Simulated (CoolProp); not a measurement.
Vapour-liquid equilibrium of benzene (1) + m-xylene (2) at 334 kPa; x and y are mole fractions of (1).

Computed with CoolProp (multi-fluid Helmholtz-energy mixture model, Thol 2012 and Zhou 2012; pair parameters Bell 2016).

Give the bubble temperature and the first vapour's composition at x = 0.25, 0.55, 0.65. Is there an azeotrope?

x = 0.25: 165.1 °C, y = 0.540; x = 0.55: 144.8 °C, y = 0.825; x = 0.65: 139.5 °C, y = 0.880. No azeotrope shows between x = 0.05 and 0.95.

Pair parameters are fitted to limited data, so mixtures are less certain than the pure fluids.
